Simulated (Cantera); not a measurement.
## Thermodynamics of abatement and gas-phase synthesis, feed N2O + SO2 + O2

A closed system holds: 1 mol N2O, 0.68 mol SO2, 0.07 mol O2, at 1.00 bar.

Equilibrium computed with Cantera from the NASA thermochemical tables; the gas is ideal and each condensed phase is pure. Candidate condensed phases: S; 17 gas species. Equilibrium is a limit: real reactors are often held back by kinetics, nucleation or transport.

From 400 °C to 1000 °C nothing is condensed.

| T (°C) | log p N2 | log p SO3 | log p SO2 | log p O2 | log p NO |
|---|---|---|---|---|---|
| 400 | -0.28 | -0.45 | -2.75 | -0.92 | -7.03 |
| 475 | -0.28 | -0.46 | -2.00 | -0.90 | -6.32 |
| 550 | -0.29 | -0.51 | -1.43 | -0.86 | -5.72 |
| 625 | -0.30 | -0.60 | -1.04 | -0.80 | -5.20 |
| 700 | -0.32 | -0.77 | -0.80 | -0.72 | -4.77 |
| 775 | -0.33 | -0.98 | -0.67 | -0.67 | -4.39 |
| 850 | -0.34 | -1.22 | -0.60 | -0.64 | -4.08 |
| 925 | -0.34 | -1.46 | -0.56 | -0.62 | -3.81 |
| 1000 | -0.35 | -1.68 | -0.55 | -0.61 | -3.57 |
log p: log10 of the partial pressure in bar; nothing condenses.
